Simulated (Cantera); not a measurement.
A Cantera script and its output.

```python
import numpy as np
import cantera as ct

gas = ct.Solution("h2o2.yaml")
gas.TPX = 1300, 33000, {'H2': 1.6, 'O2': 1, 'N2': 2.3}
reactor = ct.IdealGasConstPressureReactor(gas, energy="off", clone=False)
net = ct.ReactorNet([reactor])
net.rtol, net.atol = 1e-08, 1e-18
show = ['H2', 'O2', 'H2O2', 'O', 'H2O', 'HO2', 'OH']
times = np.geomspace(4e-05, 6, 15)

steps = ct.SolutionArray(gas, extra=["t"])
rows = []
print(f"{'t/s':>10s}{'T/K':>9s}{'P/Pa':>11s}" + "".join(f"{s:>11s}" for s in show))
for t in times:
    while net.time < t:
        t_next = net.step()
        steps.append(gas.state, t=t_next)
    rows.append([np.interp(t, steps.t, y) for y in (steps.T, steps.P, *steps(*show).X.T)])
    print(f"{t:10.3e}{rows[-1][0]:9.1f}{rows[-1][1]:11.4g}" + "".join(f"{x:11.3e}" for x in rows[-1][2:]))
rate = np.gradient(steps.T, steps.t)
print("integrator steps:", len(steps.t))
if steps.T.max() > steps.T[0] + 200:
    print(f"time of steepest temperature rise: {steps.t[rate.argmax()]:.4e} s")
gas.TPX = 1300, 33000, {'H2': 1.6, 'O2': 1, 'N2': 2.3}
gas.equilibrate("TP")
print(f"equilibrium (TP): T = {gas.T:.1f} K  " + "  ".join(f"{s} {gas[s].X[0]:.3e}" for s in show))
```

Output:

```
       t/s      T/K       P/Pa         H2         O2       H2O2          O        H2O        HO2         OH
 4.000e-05   1300.0    3.3e+04  3.255e-01  2.036e-01  1.012e-07  9.841e-05  7.255e-04  1.349e-05  6.390e-05
 9.371e-05   1300.0    3.3e+04  4.393e-02  7.702e-02  3.855e-06  2.245e-02  2.471e-01  3.379e-05  9.641e-03
 2.195e-04   1300.0    3.3e+04  2.026e-02  5.823e-02  5.023e-06  6.005e-03  3.449e-01  3.119e-05  5.628e-03
 5.143e-04   1300.0    3.3e+04  5.198e-03  5.043e-02  3.600e-06  1.155e-03  3.807e-01  2.391e-05  2.454e-03
 1.205e-03   1300.0    3.3e+04  9.471e-04  4.890e-02  1.504e-06  1.838e-04  3.884e-01  1.178e-05  9.590e-04
 2.823e-03   1300.0    3.3e+04  1.633e-04  4.874e-02  5.056e-07  3.160e-05  3.898e-01  3.257e-06  4.034e-04
 6.613e-03   1300.0    3.3e+04  3.210e-05  4.874e-02  1.664e-07  6.943e-06  3.901e-01  7.827e-07  1.916e-04
 1.549e-02   1300.0    3.3e+04  7.987e-06  4.876e-02  5.838e-08  1.955e-06  3.902e-01  2.179e-07  1.021e-04
 3.629e-02   1300.0    3.3e+04  2.509e-06  4.877e-02  2.238e-08  6.652e-07  3.902e-01  7.453e-08  5.953e-05
 8.503e-02   1300.0    3.3e+04  9.476e-07  4.877e-02  9.408e-09  2.603e-07  3.902e-01  3.311e-08  3.721e-05
 1.992e-01   1300.0    3.3e+04  4.410e-07  4.877e-02  4.556e-09  1.199e-07  3.902e-01  2.138e-08  2.523e-05
 4.666e-01   1300.0    3.3e+04  2.918e-07  4.878e-02  2.975e-09  7.565e-08  3.902e-01  1.899e-08  2.003e-05
 1.093e+00   1300.0    3.3e+04  2.692e-07  4.878e-02  2.720e-09  6.859e-08  3.902e-01  1.876e-08  1.907e-05
 2.561e+00   1300.0    3.3e+04  2.687e-07  4.878e-02  2.715e-09  6.845e-08  3.902e-01  1.876e-08  1.905e-05
 6.000e+00   1300.0    3.3e+04  2.687e-07  4.878e-02  2.715e-09  6.845e-08  3.902e-01  1.876e-08  1.905e-05
integrator steps: 1993
equilibrium (TP): T = 1300.0 K  H2 2.687e-07  O2 4.878e-02  H2O2 2.715e-09  O 6.845e-08  H2O 3.902e-01  HO2 1.876e-08  OH 1.905e-05
```

Cantera simulation using the H2/O2 subset of GRI-Mech 3.0, which has no nitrogen chemistry; the numbers are that mechanism's predictions, not measurements. The temperature is held fixed by assumption; the heat of reaction is taken as removed at once.
